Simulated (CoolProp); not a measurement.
Vapour-liquid equilibrium of carbon dioxide (1) + CH2F2 (R32) (2) at 1.16 MPa; x and y are mole fractions of (1).

Values from CoolProp's multi-fluid Helmholtz-energy mixture model, Span 1996 and Tillner-Roth 1997; pair parameters Bell 2016.

| x | bubble temperature (K) | y at the bubble point | dew temperature at overall composition x (K) | liquid density (mol/L) |
|---|---|---|---|---|
| 0.05 | 280.3 | 0.144 | 283.2 | 19.84 |
| 0.15 | 272.3 | 0.378 | 280.1 | 20.50 |
| 0.25 | 265.5 | 0.547 | 276.9 | 21.10 |
| 0.35 | 259.7 | 0.669 | 273.3 | 21.66 |
| 0.45 | 254.8 | 0.758 | 269.5 | 22.20 |
| 0.55 | 250.6 | 0.825 | 265.3 | 22.71 |
| 0.65 | 247.0 | 0.878 | 260.6 | 23.21 |
| 0.75 | 243.8 | 0.920 | 255.3 | 23.71 |
| 0.85 | 241.0 | 0.955 | 249.0 | 24.21 |
| 0.95 | 238.4 | 0.986 | 241.4 | 24.74 |

No azeotrope shows between x = 0.05 and 0.95.

Pair parameters are fitted to limited data, so mixtures are less certain than the pure fluids.
